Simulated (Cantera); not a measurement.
Feed: 1 mol Si, 9.3 mol HCl, a varied amount of H2, equilibrated at 475 °C and 74.0 Pa.

Cantera equilibrium calculation (NASA polynomials, part measured and part estimated; ideal gas, pure solids and liquids). Candidate condensed phases: Si; 19 gas species. Kinetics and transport are ignored.

x: gas mole fraction; nothing condenses.

| n(H2) (mol) | x H2 | x HCl | x SiCl4 | x SiHCl3 | x SiCl3 | x SiH2Cl2 | x SiCl2 |
|---|---|---|---|---|---|---|---|
| 0.6 | 0.292 | 0.596 | 0.112 | 2.42e-5 | 3.71e-7 | ? | 2.31e-10 |
| 0.97 | 0.320 | 0.572 | 0.108 | 2.65e-5 | 3.89e-7 | ? | 2.64e-10 |
| 1.6 | 0.364 | 0.535 | 0.101 | 3.01e-5 | 4.14e-7 | ? | 3.20e-10 |
| 2.6 | 0.422 | 0.486 | 0.0917 | 3.50e-5 | 4.46e-7 | ? | 4.09e-10 |
| 4.3 | 0.500 | 0.421 | 0.0793 | 4.14e-5 | 4.85e-7 | ? | 5.60e-10 |
| 7 | 0.588 | 0.346 | 0.0653 | 4.87e-5 | 5.26e-7 | ? | 7.99e-10 |
| 11 | 0.674 | 0.275 | 0.0518 | 5.58e-5 | 5.63e-7 | ? | 1.15e-9 |
| 19 | 0.769 | 0.194 | 0.0366 | 6.36e-5 | 6.01e-7 | ? | 1.86e-9 |
| 30 | 0.835 | 0.138 | 0.0260 | 6.90e-5 | 6.26e-7 | ? | 2.83e-9 |
| 50 | 0.892 | 0.0910 | 0.0171 | 7.36e-5 | 6.45e-7 | ? | 4.60e-9 |

### Question
Some entries are withheld; supply them.

### Answer

- 0.6, x SiH2Cl2: 3.81e-10
- 0.97, x SiH2Cl2: 4.78e-10
- 1.6, x SiH2Cl2: 6.57e-10
- 2.6, x SiH2Cl2: 9.75e-10
- 4.3, x SiH2Cl2: 1.58e-9
- 7, x SiH2Cl2: 2.66e-9
- 11, x SiH2Cl2: 4.39e-9
- 19, x SiH2Cl2: 8.09e-9
- 30, x SiH2Cl2: 1.34e-8
- 50, x SiH2Cl2: 2.32e-8
